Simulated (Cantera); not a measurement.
Cantera run:

```python
import numpy as np
import cantera as ct

gas_names = """
    CL CL2 H HCL H2 Si SiCL SiCL2 SiCL3 SiCL4 SiH SiHCL3 SiH2 SiH2CL2 SiH3 SiH3CL SiH4 Si2 Si3
""".split()
cond_names = """
    Si(cr) Si(L)
""".split()


# ... load() reads the species with a 1 bar reference pressure and builds the phases ...
atoms = {
    'Si': {'Si': 1},
    'Cl2': {'CL': 2},
    'H2': {'H': 2},
}
top_T = {}  # K; cautious upper limits of use, not melting points


# ... equilibrate(T, P, feed) seeds the gas with the atoms and calls Mixture.equilibrate('TP', solver="vcs", rtol=1e-11, max_steps=5000) ...
results = []
T = 1023  # K
P = 500000  # Pa
for m in [0.33, 0.5, 0.74, 1.1, 1.7, 2.5, 3.8, 5.6, 8.5, 13]:
    feed = {'Si': 1, 'Cl2': 1.6, 'H2': m}  # mol
    mix = equilibrate(T, P, feed)
    results.append((T, P, feed, dict(zip(mix.species_names, mix.species_moles))))

top = {s: max(r[3][s] / sum(r[3][g] for g in gas_names) for r in results) for s in gas_names}
cols = sorted((s for s in top if top[s] > 1e-06), key=lambda s: -top[s])[:9]
seen = [c for c in cond_names if any(r[3].get(c, 0) > 1e-12 for r in results)]
print("log10 of partial pressures in bar; condensed amounts in mol")
print(f"{'n(H2)':>10s}" + "".join(f"{s[:9]:>10s}" for s in cols + seen))
for T, P, feed, n in results:
    ng = sum(n[g] for g in gas_names)
    print(f"{feed['H2']:10.4g}" + "".join(f"{np.log10(max(n[s] / ng * P / 1e5, 1e-99)):10.3f}" for s in cols)
          + "".join(f"{n.get(c, 0):10.4g}" for c in seen))
```

Result:

```
log10 of partial pressures in bar; condensed amounts in mol
     n(H2)        H2     SiCL4    SiHCL3       HCL   SiH2CL2     SiCL3     SiCL2    SiH3CL      SiH4    Si(cr)
      0.33     0.035     0.485    -0.107    -1.446    -1.654    -1.758    -2.677    -3.790    -6.288    0.1558
       0.5     0.189     0.407    -0.088    -1.389    -1.540    -1.817    -2.716    -3.580    -5.982    0.1467
      0.74     0.310     0.315    -0.097    -1.351    -1.464    -1.886    -2.762    -3.420    -5.738    0.1377
       1.1     0.410     0.202    -0.131    -1.329    -1.420    -1.971    -2.818    -3.298    -5.538    0.1283
       1.7     0.496     0.056    -0.198    -1.323    -1.408    -2.080    -2.891    -3.207    -5.367     0.118
       2.5     0.552    -0.089    -0.279    -1.331    -1.424    -2.189    -2.964    -3.158    -5.254    0.1091
       3.8     0.597    -0.262    -0.386    -1.351    -1.465    -2.318    -3.050    -3.134    -5.164   0.09998
       5.6     0.627    -0.433    -0.499    -1.379    -1.521    -2.447    -3.136    -3.132    -5.105   0.09215
       8.5     0.650    -0.627    -0.633    -1.416    -1.595    -2.592    -3.233    -3.147    -5.059   0.08467
        13     0.665    -0.833    -0.780    -1.460    -1.683    -2.746    -3.336    -3.174    -5.028   0.07844
```

Equilibrium computed with Cantera from the NASA thermochemical tables; the gas is ideal and each condensed phase is pure. The tables' values for SiCl3 are old estimates; treat these amounts as uncertain.
